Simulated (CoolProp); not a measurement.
Vapour-liquid equilibrium of R125 (1) + fluoroethane (R161) (2) at 1.24 MPa; x and y are mole fractions of (1).

The numbers come from the multi-fluid Helmholtz-energy mixture model, Lemmon 2005 and Wu 2012; pair parameters Bell 2016 in CoolProp.

```tsv
x	bubble temperature (K)	y at the bubble point	dew temperature at overall composition x (K)	liquid density (mol/L)
0.05	308.7	0.063	308.8	14.01
0.125	307.5	0.159	307.9	13.64
0.2	306.2	0.253	306.9	13.28
0.275	304.8	0.345	305.8	12.93
0.35	303.3	0.431	304.7	12.60
0.425	301.9	0.511	303.4	12.27
0.5	300.6	0.586	302.1	11.96
0.575	299.3	0.655	300.8	11.65
0.65	298.1	0.720	299.4	11.35
0.725	297.1	0.781	298.0	11.06
0.8	296.1	0.840	296.7	10.78
0.875	295.3	0.898	295.6	10.52
0.95	294.6	0.958	294.7	10.26
```

No azeotrope shows between x = 0.05 and 0.95.

Pair parameters are fitted to limited data, so mixtures are less certain than the pure fluids. The gap from Raoult's law changes sign with composition, which may be real or a fault of the pair parameters; it wasn't checked against measurements.
